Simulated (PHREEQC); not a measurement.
Synthetic water in mmol/kgw, 25 °C, pH 5.87, pe 10: Na 0.000454; K 0.000534; Ca 0.0032; Mg 0.000236; Cl 0.0113; S(6) 0.000551; Alkalinity (meq/kgw) 0.00285; Si 0.000215; Br 4.24e-05; N(5) 0.000194; O(0) (counted as O atoms) 5.78e-06.

Valence states are taken as typed.

All values are PHREEQC results (ion-association model, phreeqc.dat), not measurements.

```
Item                            Value
--------------------  ---------------
ionic strength        1.70e-5 mol/kgw
charge-balance error          -29.3 %
```

```
species  molality  activity   log γ
-------  --------  --------  ------
CO2       1.27e-5   1.27e-5   0.000
Cl-       1.13e-5   1.13e-5  -0.002
HCO3-     4.20e-6   4.18e-6  -0.002
Ca+2      3.20e-6   3.14e-6  -0.008
H+        1.35e-6   1.35e-6  -0.002
SO4-2     5.51e-7   5.40e-7  -0.008
K+        5.34e-7   5.31e-7  -0.002
Na+       4.54e-7   4.52e-7  -0.002
Mg+2      2.36e-7   2.32e-7  -0.008
H4SiO4    2.15e-7   2.15e-7   0.000
NO3-      1.94e-7   1.93e-7  -0.002
Br-       4.24e-8   4.22e-8  -0.002
OH-       7.54e-9   7.50e-9  -0.002
O2        2.89e-9   2.89e-9   0.000
```

No solid was allowed to form.
